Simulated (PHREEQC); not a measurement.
Solution (55 °C): 0.0036 mol CaCl2, 6e-05 mol CO2 and 0.036 mol MgSO4 per kg of water. Closed to the air; pH follows from the charge balance.

Equilibrium calculation in PHREEQC: ion-association model, phreeqc.dat.

The ionic strength comes out as 0.0717 mol/kgw. What activity coefficients do Ca+2, HCO3-, SO4-2, Cl-, Mg+2 get?

Ca+2 0.41, HCO3- 0.80, SO4-2 0.40, Cl- 0.78, Mg+2 0.42.

Precipitation was switched off in this run. Away from 25 °C the constants follow the database's enthalpies or fits; those with neither stay at their 25 °C values.
